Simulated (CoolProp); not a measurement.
Vapour-liquid equilibrium of toluene (1) + ethylbenzene (2) at 48.55 °C; x and y are mole fractions of (1).

The numbers come from the multi-fluid Helmholtz-energy mixture model, Lemmon 2006 and Zhou 2012; pair parameters Bell 2016 in CoolProp.

| x | bubble pressure (MPa) | y at the bubble point | dew pressure at overall composition x (MPa) | liquid density (mol/L) |
|---|---|---|---|---|
| 0.05 | 0.004756 | 0.124 | ___ | 7.982 |
| 0.15 | 0.005462 | 0.315 | 0.004842 | 8.090 |
| 0.25 | 0.006137 | 0.459 | 0.005201 | ___ |
| 0.35 | ___ | 0.576 | 0.005613 | 8.314 |
| 0.45 | 0.007479 | 0.673 | 0.006088 | 8.431 |
| 0.55 | ___ | 0.756 | 0.006645 | 8.550 |
| 0.65 | 0.008889 | ___ | 0.007308 | 8.672 |
| 0.75 | 0.009630 | 0.888 | 0.008119 | 8.797 |
| 0.85 | 0.01039 | 0.939 | 0.009153 | 8.923 |
| 0.95 | 0.01116 | 0.982 | 0.01057 | 9.052 |

Q: Some entries are withheld; supply them.

A: 
- 0.05, dew pressure at overall composition x (MPa): 0.004526
- 0.25, liquid density (mol/L): 8.201
- 0.35, bubble pressure (MPa): 0.006805
- 0.55, bubble pressure (MPa): 0.008172
- 0.65, y at the bubble point: 0.827

No azeotrope shows between x = 0.05 and 0.95.

Pair parameters are fitted to limited data, so mixtures are less certain than the pure fluids.
